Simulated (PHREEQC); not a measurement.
Dissolve 0.0031 mol/kgw HF, 5.1e-05 mol/kgw CsF and 0.00044 mol/kgw (NH4)2SiF6 at 20 °C. Closed to the air; pH follows from the charge balance.

Computed with PHREEQC (ion-association model, wateq4f.dat).

Each row changes one thing in this solution. No solid was allowed to form.

```json
[
 {"case": "as made", "pH": "2.94", "ionic strength (mol/kgw)": "0.00256", "HF (mol/kgw)": "0.00194", "F- (mol/kgw)": "0.00130", "H2F2 (mol/kgw)": "1.18e-5", "HF2- (mol/kgw)": "9.31e-6"},
 {"case": "diluted 5-fold with water", "pH": "3.31", "ionic strength (mol/kgw)": "0.000696", "HF (mol/kgw)": "0.000455", "F- (mol/kgw)": "0.000691", "H2F2 (mol/kgw)": "6.46e-7", "HF2- (mol/kgw)": "1.16e-6"},
 {"case": "temperature from 20 to 65 °C", "pH": "3.11", "ionic strength (mol/kgw)": "0.00183", "HF (mol/kgw)": "0.00366", "F- (mol/kgw)": "0.00154", "H2F2 (mol/kgw)": "7.45e-6", "HF2- (mol/kgw)": "2.48e-5"},
 {"case": "CsF from 5.1e-05 to 5.61e-05 mol/kgw", "pH": "2.94", "ionic strength (mol/kgw)": "0.00257", "HF (mol/kgw)": "0.00195", "F- (mol/kgw)": "0.00130", "H2F2 (mol/kgw)": "1.18e-5", "HF2- (mol/kgw)": "9.34e-6"},
 {"case": "HF from 0.0031 to 0.0062 mol/kgw", "pH": "2.76", "ionic strength (mol/kgw)": "0.00322", "HF (mol/kgw)": "0.00421", "F- (mol/kgw)": "0.00187", "H2F2 (mol/kgw)": "5.53e-5", "HF2- (mol/kgw)": "2.90e-5"},
 {"case": "(NH4)2SiF6 replaced by Cu(BF4)2 at the same molality", "pH": "2.90", "ionic strength (mol/kgw)": "0.00267", "HF (mol/kgw)": "0.00259", "F- (mol/kgw)": "0.00159", "H2F2 (mol/kgw)": "2.09e-5", "HF2- (mol/kgw)": "1.52e-5"},
 {"case": "diluted 10-fold with water", "pH": "3.51", "ionic strength (mol/kgw)": "?", "HF (mol/kgw)": "0.000170", "F- (mol/kgw)": "?", "H2F2 (mol/kgw)": "8.94e-8", "HF2- (mol/kgw)": "2.55e-7"},
 {"case": "temperature from 20 to 50 °C", "pH": "?", "ionic strength (mol/kgw)": "0.00211", "HF (mol/kgw)": "0.00299", "F- (mol/kgw)": "0.00144", "H2F2 (mol/kgw)": "9.06e-6", "HF2- (mol/kgw)": "1.86e-5"}
]
```

**Question.** Fill in the missing entries.

**Answer.** 
- diluted 10-fold with water, ionic strength (mol/kgw): 0.000409
- diluted 10-fold with water, F- (mol/kgw): 0.000409
- temperature from 20 to 50 °C, pH: 3.04

At this temperature some constants are extrapolated from 25 °C, and those without enthalpy data are left unchanged. SiF6-2 is the database's only silicon fluoride.
